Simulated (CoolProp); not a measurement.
Computed with CoolProp (reference Helmholtz-energy equation of state, Lemmon 2006). It is a short technical equation, of lower accuracy than the large ones.

Problem. Give the vapour pressure (bar), vapour density (kg/m³), liquid cp (kJ/(kg K)) of saturated carbonyl sulfide at 23.05 °C.

Solution. 
```csv
T (°C),p (bar),vapour density (kg/m³),liquid cp (kJ/(kg K))
23.05,12.2,35.4,1.36
```
